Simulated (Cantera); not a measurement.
A closed system holds: 1 mol TiCl4, 0.24 mol NH3, 17 mol N2, held at 2148.15 K and 1.00 bar.

Cantera equilibrium calculation (NASA polynomials, part measured and part estimated; ideal gas, pure solids and liquids). Candidate condensed phases: NH4Cl, Ti, TiCl2, TiCl3, TiCl4, TiN; 17 gas species. The tables' values for TiCl2 are old estimates; treat these amounts as uncertain. Rates play no part.

Base state: N2 0.904, TiCl3 0.0395, HCl 0.0371, TiCl4 0.0116, Cl 0.00574, TiCl2 0.00171, H2 0.000390, H 8.24e-5 (mole fractions); condensed: gas only.

What changes in the equilibrium state with this change: temperature from 2148.15 K to 2223.15 K?


| species | before | after |
|---|---|---|
| N2 | 0.904 | 0.901 |
| TiCl3 | 0.0395 | 0.0406 |
| HCl | 0.0371 | 0.0370 |
| Cl | 0.00574 | 0.00874 |
| TiCl4 | 0.0116 | 0.00943 |
| H | 8.24e-5 | 0.000126 |
| TiCl2 | 0.00171 | 0.00258 |
| Cl2 | 2.11e-5 | 3.01e-5 |

What changes in the equilibrium state with this change: pressure from 1.00 bar to 0.100 bar?


```csv
species,before,after
N2,0.904,0.893
TiCl3,0.0395,0.0424
HCl,0.0371,0.0365
Cl,0.00574,0.0178
TiCl4,0.0116,0.00384
TiCl,2.00e-6,2.25e-5
TiCl2,0.00171,0.00594
H,8.24e-5,0.000262
Cl2,2.11e-5,2.02e-5
H2,0.000390,0.000394
```
